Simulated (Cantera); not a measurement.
Feed: 1 mol CuF2, 29 mol H2, 0.061 mol HF, held at 723.15 K and 1.60e-5 bar.

Cantera equilibrium calculation (NASA polynomials, part measured and part estimated; ideal gas, pure solids and liquids). Candidate condensed phases: Cu, CuF2; 15 gas species. The numbers say what is thermodynamically allowed, not how fast it happens.

What is the equilibrium state?


```json
{
  "x(H2)": "0.931",
  "x(HF)": "0.0686",
  "n(Cu(s))": "1.00 mol",
  "gas_amount": "30.06 mol",
  "log10 activity of CuF2(s) (absent)": "-16.27"
}
```
